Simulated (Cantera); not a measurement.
**Ignition delay**

Mixture: H2 : O2 : N2 : NO = 1 : 0.263 : 0.989 : 0.023 (molar parts), at 1000000 Pa, adiabatic and at constant volume. Ignition delay is the time to a rise of 400 K.

Model: GRI-Mech 3.0 (53 species, 325 reactions), integrated in Cantera. The hydrogen kinetics of GRI-Mech 3.0 are dated; newer H2 mechanisms differ, most at raised pressure. The mechanism lacks 2 NO + O2 → 2 NO2 and HONO, so NO2 and the effect of NO are under-described below about 1400 K.

| T0 (K) | delay (ms) |
|---|---|
| 1025 | 0.0405 |
| 1125 | 0.0153 |
| 1225 | 0.00659 |
| 1325 | 0.00334 |
| 1425 | 0.00199 |
| 1525 | 0.00133 |
| 1625 | 0.000969 |
| 1725 | 0.000748 |

The apparent activation energy between 1525 and 1725 K is 63 kJ/mol.
